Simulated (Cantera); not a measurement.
A closed system holds: 1 mol SiC, 0.018 mol H₂O, 110 mol N₂, 1.2 mol CO₂, at 10.0 mbar.

Equilibrium computed with Cantera from the NASA thermochemical tables; the gas is ideal and each condensed phase is pure. Candidate condensed phases: C, C₆H₆, C₇H₈, C₈H₁₈, H₂O, Si, SiC, SiO₂, Si₂N₂O, Si₃N₄; 151 gas species. Kinetics and transport are ignored.

**Question.** At 1773 K, list the 5 most abundant gas species with their mole fractions, and the condensed phases.

**Answer.** N₂ 0.978, CO 0.0161, SiO 0.00540, H₂ 0.000139, Si 3.66e-5. Condensed: SiC(s).
